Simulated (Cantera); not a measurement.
What does this Cantera script print?

```python
import numpy as np
import cantera as ct

gas_names = """
    H H2 Pb Pb2
""".split()
cond_names = """
    Pb(cr) Pb(L)
""".split()


# ... load() reads the species with a 1 bar reference pressure and builds the phases ...
atoms = {
    'Pb': {'Pb': 1},
    'H2': {'H': 2},
}
top_T = {}  # K; cautious upper limits of use, not melting points


# ... equilibrate(T, P, feed) seeds the gas with the atoms and calls Mixture.equilibrate('TP', solver="vcs", rtol=1e-11, max_steps=5000) ...
results = []
feed = {'Pb': 1, 'H2': 1.8}  # mol
T = 1248  # K
for P in [10, 100, 1000, 10000, 100000, 1000000]:
    mix = equilibrate(T, P, feed)
    results.append((T, P, feed, dict(zip(mix.species_names, mix.species_moles))))

top = {s: max(r[3][s] / sum(r[3][g] for g in gas_names) for r in results) for s in gas_names}
cols = sorted((s for s in top if top[s] > 0.001), key=lambda s: -top[s])[:8]
seen = [c for c in cond_names if any(r[3].get(c, 0) > 1e-12 for r in results)]
print("log10 of partial pressures in bar; condensed amounts in mol")
print(f"{'P/Pa':>10s}" + "".join(f"{s[:9]:>10s}" for s in cols + seen))
for T, P, feed, n in results:
    ng = sum(n[g] for g in gas_names)
    print(f"{P:10.4g}" + "".join(f"{np.log10(max(n[s] / ng * P / 1e5, 1e-99)):10.3f}" for s in cols)
          + "".join(f"{n.get(c, 0):10.4g}" for c in seen))
```

It prints:

```
log10 of partial pressures in bar; condensed amounts in mol
      P/Pa        H2        Pb     Pb(L)
        10    -4.192    -4.447         0
       100    -3.192    -3.447         0
      1000    -2.060    -2.886     0.731
     1e+04    -1.006    -2.886    0.9763
     1e+05    -0.001    -2.886    0.9977
     1e+06     1.000    -2.886    0.9998
```

These are equilibrium values from Cantera (NASA tables, ideal gas, pure condensed phases), not measurements of a reactor.
